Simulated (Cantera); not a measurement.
A closed system holds: 1 mol acetone, 0.017 mol NH3, 1.8 mol N2, held at 2925 K.

These are equilibrium values from Cantera (NASA tables, ideal gas, pure condensed phases), not measurements of a reactor. Candidate condensed phases: C, C6H6, C7H8, C8H18, H2O; 136 gas species. The feed counts by its element totals alone. Rates play no part.

### Question
At 0.0750 Torr, list the 5 most abundant gas species with their mole fractions, and the condensed phases.

### Answer
H 0.598, N2 0.168, CO 0.0998, C 0.0671, C3 0.0287. Condensed: gas only.
